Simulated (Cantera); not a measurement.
# Nitride etching: BN + O2

Charge: 1 mol BN, 4.4 mol O2, equilibrated at 1748.15 K.

Cantera equilibrium calculation (NASA polynomials, part measured and part estimated; ideal gas, pure solids and liquids). Candidate condensed phases: B, BN, B2O3; 17 gas species. The numbers say what is thermodynamically allowed, not how fast it happens.

```csv
P (Pa),log p O2,log p N2,log p B2O3,log p BO2,log p O,n B2O3(l)
1,-5.13,-5.98,-6.10,-6.29,-6.70,0
5.20,-4.40,-5.26,-5.34,-5.73,-6.34,0
27,-3.68,-4.55,-4.59,-5.18,-5.98,0
140,-2.96,-3.83,-3.86,-4.63,-5.62,0
720,-2.25,-3.12,-3.14,-4.09,-5.26,0
3700,-1.51,-2.38,-2.79,-3.73,-4.89,0.297
19000,-0.78,-1.65,-2.79,-3.55,-4.53,0.461
100000,-0.06,-0.92,-2.79,-3.37,-4.16,0.492
```
log p: log10 of the partial pressure in bar; n: condensed amount in mol.

From 1.00 Pa to 7.20 mbar nothing is condensed. From 37.0 mbar to 1.00 bar the condensed part is B2O3(l). The main B-bearing gas is B2O3 throughout.
